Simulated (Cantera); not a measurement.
A perfectly stirred reactor is fed with H2 : O2 : N2 = 1 : 0.357 : 1.34 (molar parts), at 1.00 bar; it is adiabatic with a 450 K inlet, and is followed from long to short residence time, starting on the burning branch (τ in s: 0.42, 0.16, 0.059, 0.022, 0.0083, 0.0031, 0.0012, 0.00043, 0.00016, 6e-05, 2.3e-05, 8.5e-06, 3.2e-06).

Computed with Cantera and the H2/O2 subset of GRI-Mech 3.0, which has no nitrogen chemistry.

What does this change do: pressure from 1.00 bar to 2.90 bar?


```json
[
 {"quantity": "blow-out, bracketed by the residence times tried", "before": "burning at 23.0 µs, out at 8.50 µs", "after": "burning at 3.20 µs, the shortest tried"},
 {"quantity": "x(H2) at τ = 0.420 s", "before": "0.120", "after": "0.121"},
 {"quantity": "x(O2) at τ = 0.420 s", "before": "8.22e-5", "after": "3.27e-5"},
 {"quantity": "x(H2O2) at τ = 0.420 s", "before": "1.52e-8", "after": "1.67e-8"},
 {"quantity": "x(H) at τ = 0.420 s", "before": "0.00550", "after": "0.00342"},
 {"quantity": "x(OH) at τ = 0.420 s", "before": "0.00248", "after": "0.00158"},
 {"quantity": "x(H2) at τ = 1.20 ms", "before": "0.116", "after": "0.119"},
 {"quantity": "x(O2) at τ = 1.20 ms", "before": "0.00172", "after": "0.000493"},
 {"quantity": "x(H2O2) at τ = 1.20 ms", "before": "1.35e-7", "after": "1.20e-7"},
 {"quantity": "x(H) at τ = 1.20 ms", "before": "0.0259", "after": "0.0105"},
 {"quantity": "x(OH) at τ = 1.20 ms", "before": "0.00878", "after": "0.00445"}
]
```
The hydrogen kinetics of GRI-Mech 3.0 are dated; newer H2 mechanisms differ, most at raised pressure.
